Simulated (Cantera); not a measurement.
Input (Python, Cantera) and output of one run.

```python
import numpy as np
import cantera as ct

gas_names = """
    H HO2 H2 H2O H2O2 H2S H2SO4 Na NaH NaO NaOH Na2 Na2O Na2O2H2 Na2SO4 O OH O2 O3 S SH SO SO2 SO3 S2
    S2O S8
""".split()
cond_names = """
    H2O(s) H2O(L) H2SO4(L) Na(cr) Na(L) NaOH(a) NaOH(L) NaO2(s) Na2O(c) Na2O(a) Na2O(L) Na2O2(a)
    Na2O2(b) Na2S(1) Na2S(2) Na2S(L) Na2SO4(V) Na2SO4(IV) Na2SO4(I) Na2SO4(L) S(cr1) S(cr2) S(L)
""".split()


def load(file, names, dense=False):
    # The tables refer to 1 bar. Condensed volumes are neglected.
    table = {s.name: s for s in ct.Species.list_from_file(file)}
    out = []
    for n in names:
        d = dict(table[n].input_data)
        d["thermo"] = dict(d["thermo"], **{"reference-pressure": 1e5})
        if dense:
            d["equation-of-state"] = {"model": "constant-volume", "density": "1e6 g/cm^3"}
        out.append(ct.Species.from_dict(d))
    return out


gas = ct.Solution(thermo="ideal-gas", species=load("nasa_gas.yaml", gas_names))
cond = {s.name: ct.Solution(thermo="fixed-stoichiometry", species=[s], name=s.name)
        for s in load("nasa_condensed.yaml", cond_names, dense=True)}
atoms = {
    'Na2SO4': {'Na': 2, 'S': 1, 'O': 4},
    'H2O': {'H': 2, 'O': 1},
}
top_T = {'NaO2(s)': 800, 'Na2O2(b)': 940}  # K; cautious upper limits of use, not melting points


def equilibrate(T, P, feed):
    n = {}
    for name, mol in feed.items():
        for a, k in atoms[name].items():
            n[a] = n.get(a, 0.0) + k * mol
    gas.TPX = T, P, n
    mass = sum(n.values()) * gas.mean_molecular_weight
    gas.equilibrate("TP")
    valid = [c for c in cond.values() if c.min_temp <= T <= top_T.get(c.name, c.max_temp)]
    mix = ct.Mixture([(gas, mass / gas.mean_molecular_weight)] + [(c, 0.0) for c in valid])
    mix.T, mix.P = T, P
    mix.equilibrate("TP", solver="vcs", rtol=1e-11, max_steps=5000)
    return mix


results = []
feed = {'Na2SO4': 1, 'H2O': 0.11}  # mol
for P in [10, 68, 460, 3200, 22000, 150000, 1000000]:
    for T in [850, 950, 1050, 1150, 1250, 1350, 1450, 1550, 1650, 1750, 1850, 1950]:
        mix = equilibrate(T, P, feed)
        results.append((T, P, feed, dict(zip(mix.species_names, mix.species_moles))))

for T, P, feed, n in results:
    print(f"{T:7g} {P:10.4g}  " + (" + ".join(c for c in cond_names if n.get(c, 0) > 1e-12) or "gas only"))
```

Output:

```
    850         10  Na2SO4(I)
    950         10  Na2SO4(I)
   1050         10  Na2SO4(I)
   1150         10  Na2SO4(I)
   1250         10  Na2SO4(L)
   1350         10  Na2SO4(L)
   1450         10  gas only
   1550         10  gas only
   1650         10  gas only
   1750         10  gas only
   1850         10  gas only
   1950         10  gas only
    850         68  Na2SO4(I)
    950         68  Na2SO4(I)
   1050         68  Na2SO4(I)
   1150         68  Na2SO4(I)
   1250         68  Na2SO4(L)
   1350         68  Na2SO4(L)
   1450         68  Na2SO4(L)
   1550         68  Na2SO4(L)
   1650         68  gas only
   1750         68  gas only
   1850         68  gas only
   1950         68  gas only
    850        460  Na2SO4(I)
    950        460  Na2SO4(I)
   1050        460  Na2SO4(I)
   1150        460  Na2SO4(I)
   1250        460  Na2SO4(L)
   1350        460  Na2SO4(L)
   1450        460  Na2SO4(L)
   1550        460  Na2SO4(L)
   1650        460  Na2SO4(L)
   1750        460  gas only
   1850        460  gas only
   1950        460  gas only
    850       3200  Na2SO4(I)
    950       3200  Na2SO4(I)
   1050       3200  Na2SO4(I)
   1150       3200  Na2SO4(I)
   1250       3200  Na2SO4(L)
   1350       3200  Na2SO4(L)
   1450       3200  Na2SO4(L)
   1550       3200  Na2SO4(L)
   1650       3200  Na2SO4(L)
   1750       3200  Na2SO4(L)
   1850       3200  Na2SO4(L)
   1950       3200  gas only
    850    2.2e+04  Na2SO4(I)
    950    2.2e+04  Na2SO4(I)
   1050    2.2e+04  Na2SO4(I)
   1150    2.2e+04  Na2SO4(I)
   1250    2.2e+04  Na2SO4(L)
   1350    2.2e+04  Na2SO4(L)
   1450    2.2e+04  Na2SO4(L)
   1550    2.2e+04  Na2SO4(L)
   1650    2.2e+04  Na2SO4(L)
   1750    2.2e+04  Na2SO4(L)
   1850    2.2e+04  Na2SO4(L)
   1950    2.2e+04  Na2SO4(L)
    850    1.5e+05  Na2SO4(I)
    950    1.5e+05  Na2SO4(I)
   1050    1.5e+05  Na2SO4(I)
   1150    1.5e+05  Na2SO4(I)
   1250    1.5e+05  Na2SO4(L)
   1350    1.5e+05  Na2SO4(L)
   1450    1.5e+05  Na2SO4(L)
   1550    1.5e+05  Na2SO4(L)
   1650    1.5e+05  Na2SO4(L)
   1750    1.5e+05  Na2SO4(L)
   1850    1.5e+05  Na2SO4(L)
   1950    1.5e+05  Na2SO4(L)
    850      1e+06  Na2SO4(I)
    950      1e+06  Na2SO4(I)
   1050      1e+06  Na2SO4(I)
   1150      1e+06  Na2SO4(I)
   1250      1e+06  Na2SO4(L)
   1350      1e+06  Na2SO4(L)
   1450      1e+06  Na2SO4(L)
   1550      1e+06  Na2SO4(L)
   1650      1e+06  Na2SO4(L)
   1750      1e+06  Na2SO4(L)
   1850      1e+06  Na2SO4(L)
   1950      1e+06  Na2SO4(L)
```

Cantera equilibrium calculation (NASA polynomials, part measured and part estimated; ideal gas, pure solids and liquids).
